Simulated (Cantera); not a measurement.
Cantera run:

```python
import numpy as np
import cantera as ct

gas_names = """
    B BH BH2 BH3 BO BO2 B2 B2O B2O2 B2O3 B3O3H3 H HBO HBO2 HO2 H2 H2O H2O2 H3B3O6 O OH O2 O3
""".split()
cond_names = """
    B(b) B(L) B2O3(L) B3O3H3(cr) H2O(s) H2O(L)
""".split()


# ... load() reads the species with a 1 bar reference pressure and builds the phases ...
atoms = {
    'B2O3': {'B': 2, 'O': 3},
    'O2': {'O': 2},
    'H2': {'H': 2},
}
top_T = {}  # K; cautious upper limits of use, not melting points


# ... equilibrate(T, P, feed) seeds the gas with the atoms and calls Mixture.equilibrate('TP', solver="vcs", rtol=1e-11, max_steps=5000) ...
results = []
feed = {'B2O3': 1, 'O2': 7.4, 'H2': 14}  # mol
for P in [10, 32, 100, 320, 1000, 3200, 10000, 32000, 100000]:
    for T in [1323, 1398, 1473, 1548, 1623, 1698, 1773, 1848, 1923, 1998, 2073, 2148, 2223, 2298]:
        mix = equilibrate(T, P, feed)
        results.append((T, P, feed, dict(zip(mix.species_names, mix.species_moles))))

for T, P, feed, n in results:
    print(f"{T:7g} {P:10.4g}  " + (" + ".join(c for c in cond_names if n.get(c, 0) > 1e-12) or "gas only"))
```

Output:

```
   1323         10  gas only
   1398         10  gas only
   1473         10  gas only
   1548         10  gas only
   1623         10  gas only
   1698         10  gas only
   1773         10  gas only
   1848         10  gas only
   1923         10  gas only
   1998         10  gas only
   2073         10  gas only
   2148         10  gas only
   2223         10  gas only
   2298         10  gas only
   1323         32  gas only
   1398         32  gas only
   1473         32  gas only
   1548         32  gas only
   1623         32  gas only
   1698         32  gas only
   1773         32  gas only
   1848         32  gas only
   1923         32  gas only
   1998         32  gas only
   2073         32  gas only
   2148         32  gas only
   2223         32  gas only
   2298         32  gas only
   1323        100  B2O3(L)
   1398        100  gas only
   1473        100  gas only
   1548        100  gas only
   1623        100  gas only
   1698        100  gas only
   1773        100  gas only
   1848        100  gas only
   1923        100  gas only
   1998        100  gas only
   2073        100  gas only
   2148        100  gas only
   2223        100  gas only
   2298        100  gas only
   1323        320  B2O3(L)
   1398        320  gas only
   1473        320  gas only
   1548        320  gas only
   1623        320  gas only
   1698        320  gas only
   1773        320  gas only
   1848        320  gas only
   1923        320  gas only
   1998        320  gas only
   2073        320  gas only
   2148        320  gas only
   2223        320  gas only
   2298        320  gas only
   1323       1000  B2O3(L)
   1398       1000  B2O3(L)
   1473       1000  gas only
   1548       1000  gas only
   1623       1000  gas only
   1698       1000  gas only
   1773       1000  gas only
   1848       1000  gas only
   1923       1000  gas only
   1998       1000  gas only
   2073       1000  gas only
   2148       1000  gas only
   2223       1000  gas only
   2298       1000  gas only
   1323       3200  B2O3(L)
   1398       3200  B2O3(L)
   1473       3200  B2O3(L)
   1548       3200  gas only
   1623       3200  gas only
   1698       3200  gas only
   1773       3200  gas only
   1848       3200  gas only
   1923       3200  gas only
   1998       3200  gas only
   2073       3200  gas only
   2148       3200  gas only
   2223       3200  gas only
   2298       3200  gas only
   1323      1e+04  B2O3(L)
   1398      1e+04  B2O3(L)
   1473      1e+04  B2O3(L)
   1548      1e+04  B2O3(L)
   1623      1e+04  gas only
   1698      1e+04  gas only
   1773      1e+04  gas only
   1848      1e+04  gas only
   1923      1e+04  gas only
   1998      1e+04  gas only
   2073      1e+04  gas only
   2148      1e+04  gas only
   2223      1e+04  gas only
   2298      1e+04  gas only
   1323    3.2e+04  B2O3(L)
   1398    3.2e+04  B2O3(L)
   1473    3.2e+04  B2O3(L)
   1548    3.2e+04  B2O3(L)
   1623    3.2e+04  B2O3(L)
   1698    3.2e+04  gas only
   1773    3.2e+04  gas only
   1848    3.2e+04  gas only
   1923    3.2e+04  gas only
   1998    3.2e+04  gas only
   2073    3.2e+04  gas only
   2148    3.2e+04  gas only
   2223    3.2e+04  gas only
   2298    3.2e+04  gas only
   1323      1e+05  B2O3(L)
   1398      1e+05  B2O3(L)
   1473      1e+05  B2O3(L)
   1548      1e+05  B2O3(L)
   1623      1e+05  B2O3(L)
   1698      1e+05  B2O3(L)
   1773      1e+05  gas only
   1848      1e+05  gas only
   1923      1e+05  gas only
   1998      1e+05  gas only
   2073      1e+05  gas only
   2148      1e+05  gas only
   2223      1e+05  gas only
   2298      1e+05  gas only
```

Equilibrium computed with Cantera from the NASA thermochemical tables; the gas is ideal and each condensed phase is pure.
